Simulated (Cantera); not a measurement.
Input (Python, Cantera) and output of one run.

```python
import numpy as np
import cantera as ct

gas_names = """
    N NO NO2 NO3 N2 N2O O O2 O3 Pb PbO Pb2
""".split()
cond_names = """
    Pb(cr) Pb(L) PbO(rd) PbO(yw) PbO(L) PbO2(s) Pb3O4(s)
""".split()


# ... load() reads the species with a 1 bar reference pressure and builds the phases ...
atoms = {
    'PbO': {'Pb': 1, 'O': 1},
    'O2': {'O': 2},
    'N2': {'N': 2},
}
top_T = {'Pb3O4(s)': 820}  # K; cautious upper limits of use, not melting points


# ... equilibrate(T, P, feed) seeds the gas with the atoms and calls Mixture.equilibrate('TP', solver="vcs", rtol=1e-11, max_steps=5000) ...
results = []
feed = {'PbO': 1, 'O2': 0.026, 'N2': 3.2}  # mol
T = 950  # K
P = 1333.22  # Pa
mix = equilibrate(T, P, feed)
results.append((T, P, feed, dict(zip(mix.species_names, mix.species_moles))))
print(gas.report(threshold=0.001))
for i in range(1, mix.n_phases):
    print(f"{mix.phase(i).name:16s} {mix.phase_moles(i):12.5e} mol")
```

It prints:

```
       temperature   950 K
          pressure   1333.2 Pa
           density   0.004734 kg/m^3
  mean mol. weight   28.047 kg/kmol
   phase of matter   gas

                          1 kg             1 kmol
                     ---------------   ---------------
          enthalpy        7.0761e+05        1.9846e+07  J
   internal energy        4.2599e+05        1.1948e+07  J
           entropy            9374.2        2.6292e+05  J/K
    Gibbs function       -8.1979e+06       -2.2993e+08  J
 heat capacity c_p            1156.8             32445  J/K
 heat capacity c_v            860.35             24130  J/K

                      mass frac. Y      mole frac. X     chem. pot. / RT
                     ---------------   ---------------   ---------------
                N2           0.99077           0.99193           -29.057
                O2         0.0091927         0.0080576           -35.566
     [  +10 minor]        3.5663e-05        7.8235e-06

Pb(L)             0.00000e+00 mol
PbO(yw)           9.99987e-01 mol
PbO2(s)           0.00000e+00 mol
```

These are equilibrium values from Cantera (NASA tables, ideal gas, pure condensed phases), not measurements of a reactor.
